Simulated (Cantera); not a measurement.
**Premixed flame**

A freely propagating, adiabatic, planar premixed flame of 11.2 % CH₄, 18.7 % O₂, 70.1 % N₂, equivalence ratio 1.2, unburnt at 650 K and 0.888 atm; mixture-averaged transport, grid criteria slope 0.08 and curve 0.16, no radiation.

Detailed kinetics in Cantera: GRI-Mech 3.0 (53 species, 325 reactions). Burning velocities carry a grid error of a few per cent, more on coarse grids.

```tsv
z (mm)	T (K)	u (m/s)	x CH₄	x O₂	x C₂H	x O	x CO₂	x CH₂O
-1.05	650	1.47	0.112	0.186	<1e-8	<1e-8	1.19e-7	1.34e-7
-0.702	652	1.47	0.111	0.186	<1e-8	<1e-8	2.31e-6	2.36e-6
-0.526	661	1.50	0.110	0.185	<1e-8	<1e-8	1.78e-5	1.60e-5
-0.351	726	1.66	0.104	0.179	<1e-8	4.05e-7	0.000245	0.000151
-0.175	1130	2.64	0.0732	0.144	<1e-8	2.40e-5	0.00356	0.000948
-0.0877	1535	3.64	0.0397	0.101	4.56e-8	0.000163	0.00967	0.00125
0	1901	4.55	0.0104	0.0524	1.12e-6	0.000729	0.0197	0.000749
0.0877	2069	4.97	0.00110	0.0234	1.32e-6	0.00179	0.0310	0.000181
0.175	2112	5.06	6.66e-5	0.0122	1.93e-7	0.00253	0.0404	1.71e-5
0.351	2142	5.11	2.06e-7	0.00705	<1e-8	0.00264	0.0500	6.59e-8
0.702	2176	5.17	<1e-8	0.00550	<1e-8	0.00224	0.0543	<1e-8
1.40	2220	5.26	<1e-8	0.00428	<1e-8	0.00168	0.0557	<1e-8
2.81	2271	5.36	<1e-8	0.00294	<1e-8	0.00109	0.0569	<1e-8
```
x: mole fraction of selected species; z is measured from the peak of heat release.

The laminar burning velocity comes out as 146 cm/s. The thermal thickness is 0.351 mm and the peak x(C₂H) is 1.74e-6. The peak x(O) is 0.00269 and the peak x(CH₂O) is 0.00126. The grid points is 152.
